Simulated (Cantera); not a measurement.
A closed system holds: 1 mol TiO2, 0.029 mol HCl, a varied amount of O2, equilibrated at 1002 °C and 120 Torr.

Cantera equilibrium calculation (NASA polynomials, part measured and part estimated; ideal gas, pure solids and liquids). Candidate condensed phases: H2O, Ti, TiCl2, TiCl3, TiCl4, TiO, TiO2, Ti2O3, Ti3O5, Ti4O7; 23 gas species. Rates play no part.

**Question.** At 0.15 mol O2, list the 4 most abundant gas species with their mole fractions, and the condensed phases.

**Answer.** O2 0.835, HCl 0.122, H2O 0.0207, Cl2 0.0190. Condensed: TiO2(rutile).
